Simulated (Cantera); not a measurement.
A freely propagating, adiabatic, planar premixed flame of CH₄ : C₂H₆ : C₃H₈ : O₂ : N₂ = 1 : 0.44 : 0.16 : 3.62 : 13.6 (molar parts), equivalence ratio 1.2, unburnt at 425 K and 0.420 bar; mixture-averaged transport, grid criteria slope 0.08 and curve 0.16, no radiation.

Detailed kinetics in Cantera: GRI-Mech 3.0 (53 species, 325 reactions). Burning velocities carry a grid error of a few per cent, more on coarse grids.

Predict: laminar burning velocity; thermal thickness; peak x(CH₂CO); peak x(H); peak x(O).


| Quantity | Value |
|---|---|
| laminar burning velocity | 83.6 cm/s |
| thermal thickness | 0.730 mm |
| peak x(CH₂CO) | 0.000651 |
| peak x(H) | 0.0137 |
| peak x(O) | 0.00281 |
